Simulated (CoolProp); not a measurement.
The fluid at 414.51 K and 20 MPa is throttled through a valve to 11.6 MPa with no heat exchange. The same conditions are run with several fluids, on thermodynamics alone (safety and materials aside).

Computed with CoolProp (reference Helmholtz-energy equation of state of each fluid (R114: Platzer 1990; the fluoroketone C6F12O (FK-5-1-12): McLinden 2015; octamethylcyclotetrasiloxane (D4): Thol 2015; cyclopentane: Gedanitz 2015; 1,2-dichloroethane: Thol 2015)). The equations of Platzer and Polt are older, rougher fits.

Problem. Rank R114, the fluoroketone C6F12O (FK-5-1-12), octamethylcyclotetrasiloxane (D4), cyclopentane, 1,2-dichloroethane by temperature change (K), highest first.

Solution. octamethylcyclotetrasiloxane (D4) (+2.7), 1,2-dichloroethane (+2.2), cyclopentane (+1.8), the fluoroketone C6F12O (FK-5-1-12) (+1.1), R114 (-0.4)

```json
[
 {"fluid": "R114", "final density (kg/m³)": "1150"},
 {"fluid": "the fluoroketone C6F12O (FK-5-1-12)", "final density (kg/m³)": "1330"},
 {"fluid": "octamethylcyclotetrasiloxane (D4)", "final density (kg/m³)": "843"},
 {"fluid": "cyclopentane", "final density (kg/m³)": "632"},
 {"fluid": "1,2-dichloroethane", "final density (kg/m³)": "1080"}
]
```
